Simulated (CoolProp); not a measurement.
Saturation properties of dimethyl carbonate (Tc = 283.9 °C, pc = 4909 kPa, ω = 0.346).

The numbers come from the reference Helmholtz-energy equation of state, Zhou 2011 in CoolProp.

```json
[
 {"T (°C)": "24.95", "p (kPa)": "7.247", "liquid density (kg/m³)": "1063", "enthalpy of vaporisation (kJ/kg)": "419.3", "liquid cp (kJ/(kg K))": "1.832", "surface tension (mN/m)": "28.4"},
 {"T (°C)": "27.65", "p (kPa)": "8.312", "liquid density (kg/m³)": "1060", "enthalpy of vaporisation (kJ/kg)": "417.5", "liquid cp (kJ/(kg K))": "1.836", "surface tension (mN/m)": "28.0"},
 {"T (°C)": "30.25", "p (kPa)": "9.458", "liquid density (kg/m³)": "1056", "enthalpy of vaporisation (kJ/kg)": "415.8", "liquid cp (kJ/(kg K))": "1.840", "surface tension (mN/m)": "27.6"},
 {"T (°C)": "32.85", "p (kPa)": "10.73", "liquid density (kg/m³)": "1053", "enthalpy of vaporisation (kJ/kg)": "414.0", "liquid cp (kJ/(kg K))": "1.844", "surface tension (mN/m)": "27.2"},
 {"T (°C)": "35.45", "p (kPa)": "12.15", "liquid density (kg/m³)": "1049", "enthalpy of vaporisation (kJ/kg)": "412.3", "liquid cp (kJ/(kg K))": "1.847", "surface tension (mN/m)": "26.9"},
 {"T (°C)": "38.05", "p (kPa)": "13.72", "liquid density (kg/m³)": "1046", "enthalpy of vaporisation (kJ/kg)": "410.6", "liquid cp (kJ/(kg K))": "1.852", "surface tension (mN/m)": "26.5"},
 {"T (°C)": "40.65", "p (kPa)": "15.46", "liquid density (kg/m³)": "1042", "enthalpy of vaporisation (kJ/kg)": "408.9", "liquid cp (kJ/(kg K))": "1.856", "surface tension (mN/m)": "26.1"},
 {"T (°C)": "43.25", "p (kPa)": "17.37", "liquid density (kg/m³)": "1039", "enthalpy of vaporisation (kJ/kg)": "407.2", "liquid cp (kJ/(kg K))": "1.860", "surface tension (mN/m)": "25.7"},
 {"T (°C)": "45.85", "p (kPa)": "19.47", "liquid density (kg/m³)": "1035", "enthalpy of vaporisation (kJ/kg)": "405.5", "liquid cp (kJ/(kg K))": "1.864", "surface tension (mN/m)": "25.3"},
 {"T (°C)": "48.45", "p (kPa)": "21.78", "liquid density (kg/m³)": "1032", "enthalpy of vaporisation (kJ/kg)": "403.7", "liquid cp (kJ/(kg K))": "1.869", "surface tension (mN/m)": "24.9"},
 {"T (°C)": "51.15", "p (kPa)": "24.42", "liquid density (kg/m³)": "1028", "enthalpy of vaporisation (kJ/kg)": "402.0", "liquid cp (kJ/(kg K))": "1.874", "surface tension (mN/m)": "24.5"},
 {"T (°C)": "53.75", "p (kPa)": "27.20", "liquid density (kg/m³)": "1025", "enthalpy of vaporisation (kJ/kg)": "400.2", "liquid cp (kJ/(kg K))": "1.879", "surface tension (mN/m)": "24.1"},
 {"T (°C)": "56.35", "p (kPa)": "30.23", "liquid density (kg/m³)": "1021", "enthalpy of vaporisation (kJ/kg)": "398.5", "liquid cp (kJ/(kg K))": "1.884", "surface tension (mN/m)": "23.8"},
 {"T (°C)": "58.95", "p (kPa)": "33.53", "liquid density (kg/m³)": "1018", "enthalpy of vaporisation (kJ/kg)": "396.8", "liquid cp (kJ/(kg K))": "1.889", "surface tension (mN/m)": "23.4"},
 {"T (°C)": "61.55", "p (kPa)": "37.13", "liquid density (kg/m³)": "1014", "enthalpy of vaporisation (kJ/kg)": "395.1", "liquid cp (kJ/(kg K))": "1.894", "surface tension (mN/m)": "23.0"}
]
```

It boils at 90.1 °C under 1 atm.

Surface tension comes from a separate correlation (Mulero 2014).
